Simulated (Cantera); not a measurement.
Input: 1 mol Si3N4, 0.13 mol H2O, 440 mol H2, held at 10.0 mbar.

These are equilibrium values from Cantera (NASA tables, ideal gas, pure condensed phases), not measurements of a reactor. Candidate condensed phases: H2O, Si, SiO2, Si2N2O, Si3N4; 35 gas species. Mutual solubility and eutectic melting of coexisting phases are not modelled. Equilibrium is a limit: real reactors are often held back by kinetics, nucleation or transport.

x: gas mole fraction; n: condensed amount in mol.

| T (K) | x H2 | x N2 | x H | x SiO | n Si2N2O(s) | n Si3N4(s) | n Si(s) |
|---|---|---|---|---|---|---|---|
| 1100 | 1.000 | 9.84e-5 | 2.59e-7 | 1.36e-11 | 0.130 | 0.913 | 0 |
| 1150 | 1.000 | 9.84e-5 | … | … | 0.130 | 0.913 | 0 |
| 1200 | 1.000 | 9.84e-5 | 1.97e-6 | 2.78e-9 | 0.130 | 0.913 | 0 |
| 1250 | 1.000 | 9.85e-5 | 4.83e-6 | 2.88e-8 | 0.130 | 0.913 | 0 |
| 1300 | 1.000 | 9.86e-5 | … | … | 0.130 | 0.913 | 0 |
| 1350 | 1.000 | 0.000177 | 2.38e-5 | 1.49e-6 | 0.129 | 0.896 | 0.0514 |
| 1400 | 0.999 | 0.000574 | 4.86e-5 | 6.37e-6 | 0.127 | 0.810 | 0.312 |
| 1450 | 0.998 | 0.00171 | 9.45e-5 | 2.46e-5 | 0.119 | 0.563 | 1.06 |
| 1500 | 0.995 | 0.00432 | 0.000176 | 9.49e-5 | 0.0880 | 0 | 2.78 |

Question: Fill in the missing entries.

Answer: 
- 1150, x H: 7.46e-7
- 1150, x SiO: 2.19e-10
- 1300, x H: 1.11e-5
- 1300, x SiO: 2.48e-7
